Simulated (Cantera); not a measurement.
Feed: 1 mol TiO₂, 2.6 mol CH₄, 0.32 mol H₂, equilibrated at 1350 K and 0.240 bar.

Cantera equilibrium calculation (NASA polynomials, part measured and part estimated; ideal gas, pure solids and liquids). Candidate condensed phases: C, C₆H₆, C₇H₈, C₈H₁₈, H₂O, Ti, TiC, TiO, TiO₂, Ti₂O₃, Ti₃O₅, Ti₄O₇; 113 gas species. Mutual solubility and eutectic melting of coexisting phases are not modelled. TiC: taken at fixed stoichiometry. The numbers say what is thermodynamically allowed, not how fast it happens.

Base state: H₂ 0.892, CO 0.107, CH₄ 0.00110, H₂O 0.000131 (mole fractions); condensed: C(graphite) + TiC(s) + Ti₃O₅(s).

Task: What changes in the equilibrium state with this change: temperature from 1350 K to 1650 K?

Result: 
```csv
species,before,after
H₂,0.892,0.758
CO,0.107,0.242
H₂O,0.000131,0.000214
CH₄,0.00110,2.42e-5
H,4.59e-6,0.000161
CO₂,8.04e-6,2.12e-5
"C(graphite), mol",1.73,0
"TiC(s), mol",0.198,0.841
"Ti₃O₅(s), mol",0.267,0
"Ti₂O₃(s), mol",0,0.0797
```
